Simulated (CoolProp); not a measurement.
1-butene along the isotherm 280 K: density (kg/m³) from the reference equation and from simpler models built on Tc = 419.3 K, pc = 4006 kPa, ω = 0.192; each cubic takes its own stable root.

The numbers come from the reference Helmholtz-energy equation of state, Lemmon 2005 in CoolProp. It is a short technical equation, of lower accuracy than the large ones.

```tsv
p (kPa)	phase	reference	van der Waals	Redlich-Kwong
501	liquid	610.8	13.50	551.9
1000	liquid	611.6	379.3	?
1500	liquid	612.3	381.0	?
2000	liquid	613.0	382.7	555.8
2500	liquid	613.8	384.2	557.1
3000	liquid	614.5	385.8	558.3
3510	liquid	615.2	387.2	559.5
4010	liquid	615.9	388.6	560.7
4510	liquid	?	390.0	561.9
5010	liquid	617.3	391.2	563.0
5510	liquid	618.0	392.5	564.1
6010	liquid	618.6	393.7	?
```

Task: Some entries are withheld; supply them.

Result: 
- 1000, Redlich-Kwong: 553.3
- 1500, Redlich-Kwong: 554.6
- 4510, reference: 616.6
- 6010, Redlich-Kwong: 565.2

At some of these states van der Waals gives the other phase, because its saturation line lies elsewhere.
